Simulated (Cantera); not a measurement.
Feed: 1 mol Si₃N₄, 9.1 mol HCl, 40 mol H₂, held at 9.10 mbar.

Method: chemical equilibrium by Gibbs-energy minimisation in Cantera with the NASA 1993 tables (ideal gas, pure condensed phases). Candidate condensed phases: NH₄Cl, Si, Si₃N₄; 28 gas species. The tables' values for SiCl₃ are old estimates; treat these amounts as uncertain. Equilibrium is a limit: real reactors are often held back by kinetics, nucleation or transport. All values below are at 1152 °C.

Base state: H₂ 0.824, HCl 0.146, SiCl₂ 0.0162, N₂ 0.0117, SiCl₃ 0.00103, SiCl₄ 0.000259, SiHCl₃ 0.000114, H 6.49e-5 (mole fractions); condensed: Si₃N₄(s).

### Question
What changes in the equilibrium state with this change: HCl from 9.1 to 68 mol?

### Answer
```csv
species,before,after
HCl,0.146,0.550
H₂,0.824,0.404
N₂,0.0117,0.0184
SiCl₄,0.000259,0.00692
SiCl₂,0.0162,0.0151
Cl,9.44e-6,5.06e-5
SiCl₃,0.00103,0.00515
"Si₃N₄(s), mol",0.709,0
```
